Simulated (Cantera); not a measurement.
Adiabatic ignition

An adiabatic, constant-pressure homogeneous reactor starts with CH4 : C2H6 : C3H8 : O2 : N2 = 1 : 0.11 : 0.077 : 2.31 : 12 (molar parts), equivalence ratio 1.2, at 950 K and 3.40 bar.

Model: GRI-Mech 3.0 (53 species, 325 reactions), integrated in Cantera. Below about 1000 K GRI-Mech 3.0 lacks low-temperature oxidation paths.

| t (s) | T (K) | x CH4 | x C2H6 | x C3H8 | x O | x NO |
|---|---|---|---|---|---|---|
| 1.00e-6 | 950 | 0.0645 | 0.00710 | 0.00497 | <1e-12 | <1e-12 |
| 3.98e-6 | 950 | 0.0645 | 0.00710 | 0.00497 | <1e-12 | <1e-12 |
| 1.58e-5 | 950 | 0.0645 | 0.00710 | 0.00497 | <1e-12 | <1e-12 |
| 6.31e-5 | 950 | 0.0645 | 0.00710 | 0.00497 | <1e-12 | <1e-12 |
| 0.000251 | 950 | 0.0645 | 0.00710 | 0.00497 | <1e-12 | <1e-12 |
| 0.00100 | 950 | 0.0645 | 0.00710 | 0.00497 | <1e-12 | <1e-12 |
| 0.00398 | 950 | 0.0645 | 0.00710 | 0.00497 | <1e-12 | <1e-12 |
| 0.0158 | 950 | 0.0645 | 0.00710 | 0.00497 | 3.05e-12 | <1e-12 |
| 0.0631 | 951 | 0.0644 | 0.00700 | 0.00489 | 2.32e-10 | <1e-12 |
| 0.251 | 2342 | <1e-12 | <1e-12 | <1e-12 | 3.74e-5 | 0.000394 |
| 1.00 | 2342 | <1e-12 | <1e-12 | <1e-12 | 3.74e-5 | 0.000395 |
x: mole fraction; the columns are a selection and need not sum to one.

- time of steepest temperature rise: 0.124 s
- temperature at 1.00 s: 2342 K
- equilibrium temperature: 2342 K
- x(CH4) at 1.00 s: <1e-12 (gas-phase equilibrium <1e-12)
- x(C2H6) at 1.00 s: <1e-12 (gas-phase equilibrium <1e-12)
- x(C3H8) at 1.00 s: <1e-12 (gas-phase equilibrium <1e-12)
